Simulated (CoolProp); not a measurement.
Vapour-liquid equilibrium of benzene (1) + o-xylene (2) at 415.7 K; x and y are mole fractions of (1).

Model: multi-fluid Helmholtz-energy mixture model, Thol 2012 and Zhou 2012; pair parameters Bell 2016, in CoolProp.

```json
[
 {"x": "0.05", "bubble pressure, mixture model (MPa)": "0.1126", "bubble pressure, Raoult's law (MPa)": "0.1167", "y, mixture model": "0.181", "y, Raoult's law": "0.214"},
 {"x": "0.2", "bubble pressure, mixture model (MPa)": "0.1729", "bubble pressure, Raoult's law (MPa)": "0.1770", "y, mixture model": "0.547", "y, Raoult's law": "0.564"},
 {"x": "0.35", "bubble pressure, mixture model (MPa)": "0.2417", "bubble pressure, Raoult's law (MPa)": "0.2374", "y, mixture model": "0.735", "y, Raoult's law": "0.736"},
 {"x": "0.5", "bubble pressure, mixture model (MPa)": "0.3086", "bubble pressure, Raoult's law (MPa)": "0.2977", "y, mixture model": "0.836", "y, Raoult's law": "0.838"},
 {"x": "0.65", "bubble pressure, mixture model (MPa)": "0.3690", "bubble pressure, Raoult's law (MPa)": "0.3581", "y, mixture model": "0.898", "y, Raoult's law": "0.906"},
 {"x": "0.8", "bubble pressure, mixture model (MPa)": "0.4244", "bubble pressure, Raoult's law (MPa)": "0.4184", "y, mixture model": "0.944", "y, Raoult's law": "0.954"},
 {"x": "0.95", "bubble pressure, mixture model (MPa)": "0.4795", "bubble pressure, Raoult's law (MPa)": "0.4788", "y, mixture model": "0.985", "y, Raoult's law": "0.990"}
]
```

The largest gap from Raoult's law is +3.7 % in bubble pressure, at x = 0.5. No azeotrope shows between x = 0.05 and 0.95.

The pair parameters rest on a limited set of measurements; away from them the model extrapolates. The gap from Raoult's law changes sign with composition, which may be real or a fault of the pair parameters; it wasn't checked against measurements.
